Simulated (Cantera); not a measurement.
Feed: 1 mol Si3N4, 0.01 mol N2O, 34 mol H2, at 2125 K and 0.100 bar.

Method: chemical equilibrium by Gibbs-energy minimisation in Cantera with the NASA 1993 tables (ideal gas, pure condensed phases). Candidate condensed phases: H2O, Si, SiO2, Si2N2O, Si3N4; 35 gas species. The tables' values for SiN are old estimates; treat these amounts as uncertain. Gases not in the tables: Si2H6 and higher silanes. Kinetics and transport are ignored.

Base state: H2 0.931, N2 0.0554, H 0.0111, Si 0.00174, SiO 0.000276, SiH 0.000273, SiH2 0.000193, Si2N 2.98e-5 (mole fractions); condensed: Si(l).

Question: What changes in the equilibrium state with this change: N2O from 0.01 to 0.77 mol?

Answer: 
| species | before | after |
|---|---|---|
| H2 | 0.931 | 0.893 |
| N2 | 0.0554 | 0.0732 |
| SiO | 0.000276 | 0.0204 |
| H | 0.0111 | 0.0109 |
| SiN | 2.54e-5 | 2.92e-5 |
| Si2N | 2.98e-5 | 3.43e-5 |
| SiH2 | 0.000193 | 0.000185 |
| Si(l), mol | 2.90 | 2.14 |

Question: What changes in the equilibrium state with this change: temperature from 2125 K to 1373 K?

Answer: 
```csv
species,before,after
H2,0.931,1.000
N2,0.0554,0.000392
H,0.0111,1.05e-5
SiO,0.000276,1.26e-7
Si,0.00174,<1e-9
SiH,0.000273,1.28e-9
Si2N,2.98e-5,<1e-9
"Si(l), mol",2.90,0
"Si2N2O(s), mol",0,0.01000
"Si3N4(s), mol",0,0.993
```
Mutual solubility and eutectic melting of coexisting phases are not modelled.
